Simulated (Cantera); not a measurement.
Input (Python, Cantera) and output of one run.

```python
import numpy as np
import cantera as ct

gas_names = """
    H HNO HNO2 HNO3 HO2 H2 H2O H2O2 N NH NH2 NH3 NH2OH NO NO2 NO3 N2 N2H2 N2H4 N2O O OH O2 O3
""".split()
cond_names = """
    H2O(s) H2O(L)
""".split()


# ... load() reads the species with a 1 bar reference pressure and builds the phases ...
atoms = {
    'NH3': {'N': 1, 'H': 3},
    'H2': {'H': 2},
    'H2O': {'H': 2, 'O': 1},
}
top_T = {}  # K; cautious upper limits of use, not melting points


# ... equilibrate(T, P, feed) seeds the gas with the atoms and calls Mixture.equilibrate('TP', solver="vcs", rtol=1e-11, max_steps=5000) ...
results = []
feed = {'NH3': 1, 'H2': 0.094, 'H2O': 1.2}  # mol
P = 120000  # Pa
for T in [2500, 2600, 2700, 2800, 2900, 3000, 3100, 3200, 3300, 3400]:
    mix = equilibrate(T, P, feed)
    results.append((T, P, feed, dict(zip(mix.species_names, mix.species_moles))))

top = {s: max(r[3][s] / sum(r[3][g] for g in gas_names) for r in results) for s in gas_names}
cols = sorted((s for s in top if top[s] > 0.001), key=lambda s: -top[s])[:5]
seen = [c for c in cond_names if any(r[3].get(c, 0) > 1e-12 for r in results)]
print("log10 of partial pressures in bar; condensed amounts in mol")
print(f"{'T/K':>10s}" + "".join(f"{s[:9]:>10s}" for s in cols + seen))
for T, P, feed, n in results:
    ng = sum(n[g] for g in gas_names)
    print(f"{T:10.4g}" + "".join(f"{np.log10(max(n[s] / ng * P / 1e5, 1e-99)):10.3f}" for s in cols)
          + "".join(f"{n.get(c, 0):10.4g}" for c in seen))
```

Result:

```
log10 of partial pressures in bar; condensed amounts in mol
       T/K        H2       H2O         H        N2        OH
      2500    -0.246    -0.367    -1.723    -0.744    -2.527
      2600    -0.251    -0.371    -1.541    -0.746    -2.297
      2700    -0.258    -0.378    -1.374    -0.750    -2.087
      2800    -0.267    -0.389    -1.221    -0.754    -1.894
      2900    -0.279    -0.404    -1.079    -0.761    -1.718
      3000    -0.293    -0.427    -0.948    -0.770    -1.560
      3100    -0.311    -0.458    -0.828    -0.782    -1.421
      3200    -0.332    -0.502    -0.717    -0.797    -1.303
      3300    -0.358    -0.561    -0.616    -0.816    -1.207
      3400    -0.389    -0.638    -0.524    -0.839    -1.135
```

Equilibrium computed with Cantera from the NASA thermochemical tables; the gas is ideal and each condensed phase is pure.
